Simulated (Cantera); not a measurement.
# Adiabatic ignition

An adiabatic, constant-pressure homogeneous reactor starts with 12.6 % CH₄, 15.8 % O₂, 59.4 % N₂, 12.1 % H₂O, equivalence ratio 1.6, at 1800 K and 100000 Pa.

Detailed kinetics in Cantera: GRI-Mech 3.0 (53 species, 325 reactions).

| t (s) | T (K) | x CH₄ | x O₂ | x H₂O | x NO₂ | x H₂O₂ | x HCO | x H |
|---|---|---|---|---|---|---|---|---|
| 5.00e-6 | 1800 | 0.126 | 0.158 | 0.121 | <1e-12 | 3.12e-7 | 5.62e-10 | 1.35e-6 |
| 1.50e-5 | 1799 | 0.126 | 0.158 | 0.121 | <1e-12 | 5.41e-7 | 1.11e-8 | 1.95e-6 |
| 4.52e-5 | 1799 | 0.123 | 0.157 | 0.122 | <1e-12 | 1.24e-6 | 3.60e-7 | 8.36e-6 |
| 0.000136 | 2593 | 0.000111 | 0.00895 | 0.229 | 2.30e-9 | 2.28e-7 | 1.84e-5 | 0.0209 |
| 0.000408 | 2707 | <1e-12 | 0.00179 | 0.229 | 2.24e-8 | 1.03e-7 | 1.64e-7 | 0.0193 |
| 0.00123 | 2716 | <1e-12 | 0.00160 | 0.230 | 6.08e-8 | 9.94e-8 | 1.59e-7 | 0.0183 |
| 0.00368 | 2712 | <1e-12 | 0.00152 | 0.230 | 1.20e-7 | 9.63e-8 | 1.58e-7 | 0.0181 |
| 0.0111 | 2711 | <1e-12 | 0.00150 | 0.229 | 1.38e-7 | 9.53e-8 | 1.58e-7 | 0.0180 |
| 0.0333 | 2711 | <1e-12 | 0.00150 | 0.229 | 1.38e-7 | 9.53e-8 | 1.58e-7 | 0.0180 |
| 0.100 | 2711 | <1e-12 | 0.00150 | 0.229 | 1.38e-7 | 9.53e-8 | 1.58e-7 | 0.0180 |
x: mole fraction; the columns are a selection and need not sum to one.

```
Item                                                                 Value
---------------------------------  ---------------------------------------
time of steepest temperature rise                                 0.132 ms
temperature at 0.100 s                                              2711 K
equilibrium temperature                                             2711 K
x(CH₄) at 0.100 s                    <1e-12 (gas-phase equilibrium <1e-12)
x(O₂) at 0.100 s                   0.00150 (gas-phase equilibrium 0.00150)
x(H₂O) at 0.100 s                      0.229 (gas-phase equilibrium 0.229)
```
